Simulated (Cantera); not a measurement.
**Reactions in the system Br-Mg-O**

Source: NASA polynomial tables (part measured, part estimated), evaluated in Cantera. Values are per mole of reaction as written; species without (g) are pure solids or liquids, kept so even where they would boil at 1 bar.

3 MgO + 3 Br2(g) = 3 MgBr2 + O3(g)

```csv
T (K),ΔH° (kJ),ΔS° (J/K),ΔG° (kJ),log10 K,condensed phases
598,291.6,-199.9,411.2,-35.91,"MgO(s), MgBr2(s)"
748,298.0,-190.5,440.4,-30.76,"MgO(s), MgBr2(s)"
898,304.9,-182.0,468.4,-27.24,"MgO(s), MgBr2(s)"
1048,433.8,-51.0,487.3,-24.29,"MgO(s), MgBr2(l)"
1198,448.9,-37.6,493.9,-21.53,"MgO(s), MgBr2(l)"
1348,463.7,-26.0,498.6,-19.32,"MgO(s), MgBr2(l)"
1498,478.3,-15.7,501.8,-17.50,"MgO(s), MgBr2(l)"
1648,492.8,-6.4,503.4,-15.96,"MgO(s), MgBr2(l)"
```

2 MgO = 2 Mg(g) + O2(g)

```csv
T (K),ΔH° (kJ),ΔS° (J/K),ΔG° (kJ),log10 K
598,1492.2,438.9,1229.8,-107.42
748,1488.9,433.9,1164.3,-81.31
898,1485.2,429.4,1099.6,-63.96
1048,1481.3,425.4,1035.5,-51.61
1198,1477.3,421.8,971.9,-42.38
1348,1473.1,418.6,908.9,-35.22
1498,1468.8,415.5,846.3,-29.51
1648,1464.4,412.7,784.2,-24.86
```
